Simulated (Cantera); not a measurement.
Thermodynamics of silicon nitride deposition, feed trisilylamine + NH₃

Feed: 1 mol trisilylamine, 2.9 mol NH₃, held at 1352 °C and 12.0 Torr.

Cantera equilibrium calculation (NASA polynomials, part measured and part estimated; ideal gas, pure solids and liquids). Candidate condensed phases: Si, Si₃N₄; 18 gas species. The feed counts by its element totals alone. Mutual solubility and eutectic melting of coexisting phases are not modelled. Kinetics and transport are ignored.

- x(H₂) = 0.971
- x(N₂) = 0.0286
- x(H) = 0.000550
- x(Si) = 1.02e-5
- x(SiH₂) = 6.42e-6
- x(SiH) = 2.53e-6
- n(Si(s)) = 0.465 mol
- n(Si₃N₄(s)) = 0.845 mol
- gas amount = 9.113 mol
